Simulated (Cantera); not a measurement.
What does this Cantera script print?

```python
import numpy as np
import cantera as ct

gas = ct.Solution("gri30.yaml")
gas.TPX = 1150, 81000, {'CH4': 1, 'O2': 1.82, 'N2': 6.84}
reactor = ct.IdealGasConstPressureReactor(gas, energy="on", clone=False)
net = ct.ReactorNet([reactor])
net.rtol, net.atol = 1e-08, 1e-16
show = ['CH4', 'O2', 'CH2', 'C2H2', 'NO']
times = np.geomspace(2e-06, 0.2, 12)

steps = ct.SolutionArray(gas, extra=["t"])
rows = []
print(f"{'t/s':>10s}{'T/K':>9s}{'P/Pa':>11s}" + "".join(f"{s:>11s}" for s in show))
for t in times:
    while net.time < t:
        t_next = net.step()
        steps.append(gas.state, t=t_next)
    rows.append([np.interp(t, steps.t, y) for y in (steps.T, steps.P, *steps(*show).X.T)])
    print(f"{t:10.3e}{rows[-1][0]:9.1f}{rows[-1][1]:11.4g}" + "".join(f"{x:11.3e}" for x in rows[-1][2:]))
rate = np.gradient(steps.T, steps.t)
print("integrator steps:", len(steps.t))
if steps.T.max() > steps.T[0] + 200:
    print(f"time of steepest temperature rise: {steps.t[rate.argmax()]:.4e} s")
gas.TPX = 1150, 81000, {'CH4': 1, 'O2': 1.82, 'N2': 6.84}
gas.equilibrate("HP")
print(f"equilibrium (HP): T = {gas.T:.1f} K  " + "  ".join(f"{s} {gas[s].X[0]:.3e}" for s in show))
```

Result:

```
       t/s      T/K       P/Pa        CH4         O2        CH2       C2H2         NO
 2.000e-06   1150.0    8.1e+04  1.035e-01  1.884e-01  2.968e-21  3.515e-29  1.142e-24
 5.696e-06   1150.0    8.1e+04  1.035e-01  1.884e-01  2.366e-20  5.521e-27  1.255e-23
 1.622e-05   1150.0    8.1e+04  1.035e-01  1.884e-01  1.583e-19  7.171e-25  7.407e-23
 4.620e-05   1150.0    8.1e+04  1.035e-01  1.884e-01  1.211e-18  7.387e-23  3.932e-22
 1.316e-04   1150.0    8.1e+04  1.035e-01  1.884e-01  1.038e-17  5.869e-21  2.485e-21
 3.748e-04   1150.0    8.1e+04  1.035e-01  1.884e-01  1.065e-16  4.702e-19  1.913e-20
 1.067e-03   1150.0    8.1e+04  1.035e-01  1.884e-01  1.570e-15  5.024e-17  1.847e-19
 3.040e-03   1150.0    8.1e+04  1.035e-01  1.884e-01  3.456e-14  1.293e-14  2.493e-18
 8.658e-03   1150.1    8.1e+04  1.035e-01  1.884e-01  1.727e-13  2.697e-12  2.588e-17
 2.466e-02   1150.7    8.1e+04  1.034e-01  1.883e-01  3.683e-13  1.000e-10  1.505e-16
 7.022e-02   1155.5    8.1e+04  1.024e-01  1.876e-01  2.712e-12  7.010e-09  2.253e-15
 2.000e-01   2607.5    8.1e+04  2.538e-15  8.486e-03  8.472e-15  1.884e-18  5.151e-03
integrator steps: 2412
time of steepest temperature rise: 1.2163e-01 s
equilibrium (HP): T = 2607.5 K  CH4 3.226e-15  O2 8.486e-03  CH2 9.162e-15  C2H2 2.023e-18  NO 5.151e-03
```

Cantera simulation using GRI-Mech 3.0 (53 species, 325 reactions); the numbers are that mechanism's predictions, not measurements.
